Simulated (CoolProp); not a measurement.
Model: reference Helmholtz-energy equation of state, Colonna 2008, in CoolProp. It is a short technical equation, of lower accuracy than the large ones.

Question: For dodecamethylcyclohexasiloxane (D6), give the phase and the density (kg/m³), cv (kJ/(kg K)) at 302 K and 32.8 bar; 491 K and 0.257 bar; 433.8 K and 0.298 bar.

Answer: 
- 302 K and 32.8 bar: liquid; density 972, cv 1.43
- 491 K and 0.257 bar: gas; density 2.88, cv 1.71
- 433.8 K and 0.298 bar: liquid; density 815, cv 1.67
